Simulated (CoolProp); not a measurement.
Vapour-liquid equilibrium of diethyl ether (1) + n-hexane (2) at 0.177 MPa; x and y are mole fractions of (1).

Model: multi-fluid Helmholtz-energy mixture model, Thol 2014 and Thol 2019; pair parameters Bell 2016, in CoolProp.

Give the bubble temperature and the first vapour's composition at x = 0.35, 0.8, 0.95. Is there an azeotrope?

x = 0.35: 341.7 K, y = 0.603; x = 0.8: 328.7 K, y = 0.910; x = 0.95: 325.3 K, y = 0.979. No azeotrope shows between x = 0.05 and 0.95.

The pair parameters rest on a limited set of measurements; away from them the model extrapolates.
